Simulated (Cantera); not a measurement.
Charge: 1 mol SiC, 0.2 mol CO2, 45 mol H2, 0.0016 mol O2, held at 1575 °C and 1 atm.

Equilibrium computed with Cantera from the NASA thermochemical tables; the gas is ideal and each condensed phase is pure. Candidate condensed phases: C, C6H6, C7H8, C8H18, H2O, Si, SiC, SiO2; 123 gas species. Equilibrium is a limit: real reactors are often held back by kinetics, nucleation or transport.

Base state: H2 0.990, CO 0.00659, SiO 0.00228, H 0.000525, CH4 8.88e-5, H2O 1.10e-5 (mole fractions); condensed: SiC(s).

Question: What changes in the equilibrium state with this change: temperature from 1575 °C to 1852 °C?

Answer: 
| species | before | after |
|---|---|---|
| H2 | 0.990 | 0.987 |
| CO | 0.00659 | 0.00664 |
| H | 0.000525 | 0.00358 |
| SiH2 | 9.07e-6 | 9.06e-5 |
| SiO | 0.00228 | 0.00222 |
| Si | 1.36e-6 | 7.59e-5 |
| SiH | 1.36e-6 | 3.90e-5 |
| C2H2 (acetylene) | 4.70e-6 | 6.05e-5 |
| SiC(s), mol | 0.896 | 0.889 |
Gases not in the tables: Si2H6 and higher silanes.

Question: What changes in the equilibrium state with this change: temperature from 1575 °C to 1850 °C?

Answer: 
```json
[
 {"species": "H2", "before": "0.990", "after": "0.987"},
 {"species": "CO", "before": "0.00659", "after": "0.00664"},
 {"species": "H", "before": "0.000525", "after": "0.00354"},
 {"species": "SiH2", "before": "9.07e-6", "after": "8.94e-5"},
 {"species": "SiO", "before": "0.00228", "after": "0.00222"},
 {"species": "Si", "before": "1.36e-6", "after": "7.41e-5"},
 {"species": "SiH", "before": "1.36e-6", "after": "3.83e-5"},
 {"species": "C2H2 (acetylene)", "before": "4.70e-6", "after": "5.96e-5"},
 {"species": "H2O", "before": "1.10e-5", "after": "2.57e-6"},
 {"species": "CH4", "before": "8.88e-5", "after": "5.89e-5"},
 {"species": "SiC(s), mol", "before": "0.896", "after": "0.889"}
]
```
Gases not in the tables: Si2H6 and higher silanes.

Question: What changes in the equilibrium state with this change: O2 from 0.0016 to 0.12 mol?

Answer: 
```tsv
species	before	after
H2	0.990	0.985
CO	0.00659	0.00916
SiO	0.00228	0.00484
H2O	1.10e-5	1.88e-5
CH4	8.88e-5	7.10e-5
SiH2	9.07e-6	1.12e-5
H	0.000525	0.000523
SiC(s), mol	0.896	0.778
```
Gases not in the tables: Si2H6 and higher silanes.
